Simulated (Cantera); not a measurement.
What does this Cantera script print?

```python
import numpy as np
import cantera as ct

gas_names = [...]  # 109 gases of nasa_gas.yaml made of C, Cl, H, Si
cond_names = """
    C(gr) C6H6(L) C7H8(L) C8H18(L),n-octa Si(cr) Si(L) SiC(b)
""".split()


# ... load() reads the species with a 1 bar reference pressure and builds the phases ...
atoms = {
    '(CH3)2SiCl2': {'C': 2, 'H': 6, 'Si': 1, 'CL': 2},
    'C3H8': {'C': 3, 'H': 8},
    'H2': {'H': 2},
}
top_T = {'C(gr)': 4500, 'SiC(b)': 3050}  # K; cautious upper limits of use, not melting points


# ... equilibrate(T, P, feed) seeds the gas with the atoms and calls Mixture.equilibrate('TP', solver="vcs", rtol=1e-11, max_steps=5000) ...
results = []
feed = {'(CH3)2SiCl2': 1, 'C3H8': 0.4, 'H2': 400}  # mol
T = 2275  # K
P = 1000  # Pa
mix = equilibrate(T, P, feed)
results.append((T, P, feed, dict(zip(mix.species_names, mix.species_moles))))
print(gas.report(threshold=1e-06))
for i in range(1, mix.n_phases):
    print(f"{mix.phase(i).name:16s} {mix.phase_moles(i):12.5e} mol")
```

Result:

```
       temperature   2275 K
          pressure   1000 Pa
           density   0.00011887 kg/m^3
  mean mol. weight   2.2485 kg/kmol
   phase of matter   gas

                          1 kg             1 kmol
                     ---------------   ---------------
          enthalpy        3.5658e+07        8.0177e+07  J
   internal energy        2.7246e+07        6.1262e+07  J
           entropy        1.0321e+05        2.3206e+05  J/K
    Gibbs function       -1.9914e+08       -4.4777e+08  J
 heat capacity c_p             15152             34070  J/K
 heat capacity c_v             11455             25756  J/K

                      mass frac. Y      mole frac. X     chem. pot. / RT
                     ---------------   ---------------   ---------------
               CH3         2.088e-05        3.1226e-06           -39.947
               CH4        1.3248e-05        1.8568e-06           -52.247
               C2H        0.00014536        1.3058e-05           -18.395
    C2H2,acetylene          0.040073         0.0034605           -30.695
   C2H2,vinylidene        1.3484e-05        1.1644e-06           -30.695
                C3        1.6796e-05        1.0481e-06           -9.1425
              C4H2        0.00012001        5.3903e-06            -36.79
                CL         0.0044853         0.0002845           -29.351
                 H          0.036278          0.080924             -12.3
               HCL          0.071738         0.0044244           -41.651
                H2            0.8146           0.90855             -24.6
                Si          0.024486         0.0019604            -10.24
              SiC2         0.0057472          0.000248           -16.335
              SiCL        0.00023799        8.4226e-06           -39.591
             SiCL2        4.4793e-05        1.0175e-06           -68.942
               SiH          0.000929          7.18e-05            -22.54
              SiH2        0.00013404        1.0013e-05            -34.84
              Si2C        0.00087843        2.8969e-05           -23.528
     [  +91 minor]        4.2213e-05        2.7887e-06

C(gr)             1.90026e-02 mol
Si(L)             0.00000e+00 mol
SiC(b)            0.00000e+00 mol
```

These are equilibrium values from Cantera (NASA tables, ideal gas, pure condensed phases), not measurements of a reactor. The feed counts by its element totals alone. Gases not in the tables: Si2H6 and higher silanes.
